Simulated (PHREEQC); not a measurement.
Dissolve 0.0076 mol/kgw KH2PO4, 0.005 mol/kgw NH3 and 0.00011 mol/kgw NaCl at 20 °C. Closed to the air; pH follows from the charge balance.

The numbers come from PHREEQC with the ion-association model, wateq4f.dat.

### Question
The ionic strength comes out as 0.0175 mol/kgw. What activity coefficients do Cl-, NH4+, Na+, K+, HPO4-2 get?

### Answer
Cl- 0.87, NH4+ 0.88, Na+ 0.88, K+ 0.87, HPO4-2 0.60.

No solid was allowed to form. H3PO4, which wateq4f.dat lacks, is added to it with the constant of phreeqc.dat.
